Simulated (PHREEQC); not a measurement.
A solution holds 46 mmol/kgw NH4HCO3, at 45 °C. Closed to the air; pH follows from the charge balance.

Equilibrium calculation in PHREEQC: ion-association model, phreeqc.dat.

Task: The ionic strength comes out as 0.0439 mol/kgw. What activity coefficients do CO3-2, NH4+, OH-, HCO3- get?

Result: CO3-2 0.48, NH4+ 0.80, OH- 0.81, HCO3- 0.83.

Precipitation was switched off in this run. Species that the database lacks are ignored. Carbamate, which ammonia and carbonate form, is missing from the database. At this temperature some constants are extrapolated from 25 °C, and those without enthalpy data are left unchanged.
